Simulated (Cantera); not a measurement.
A diamond (100) surface in a fixed gas of H2 with x(CH4) = 0.0023, x(H) = 0.0017, x(CH3) = 0.00013, 0.250 bar; coverages are run to steady state.

Detailed kinetics in Cantera: the Harris–Goodwin 1993 mechanism for the reconstructed diamond (100) surface.

θ: site fractions in the mechanism's names (c6HH fully hydrogenated, c6H* and c6*H radical sites, c6** diradical, c6HM methylated).

```
T (K)  growth (µm/h)  θ c6HH  θ c6H*  θ c6*H   θ c6**    θ c6HM
-----  -------------  ------  ------  ------  -------  --------
950                ?   0.605  0.0133   0.314  0.00602    0.0475
1000               ?   0.568  0.0174   0.354  0.00872    0.0379
1050            18.5   0.533  0.0219   0.390   0.0120    0.0295
1100            19.7   0.502  0.0268   0.423   0.0160    0.0214
1150               ?   0.473  0.0320   0.452   0.0204    0.0135
1200               ?   0.448  0.0374   0.477   0.0250   0.00706
1250               ?   0.425  0.0426   0.496   0.0297   0.00315
1300               ?   0.406  0.0477   0.509   0.0342   0.00129
1350               ?   0.389  0.0526   0.518   0.0383  0.000518
1400               ?   0.376  0.0572   0.523   0.0418  0.000207
```

### Question
What belongs in the gaps?

### Answer

- 950, growth (µm/h): 12.4
- 1000, growth (µm/h): 15.6
- 1150, growth (µm/h): 17.9
- 1200, growth (µm/h): 13.7
- 1250, growth (µm/h): 9.63
- 1300, growth (µm/h): 7.13
- 1350, growth (µm/h): 6.00
- 1400, growth (µm/h): 5.40
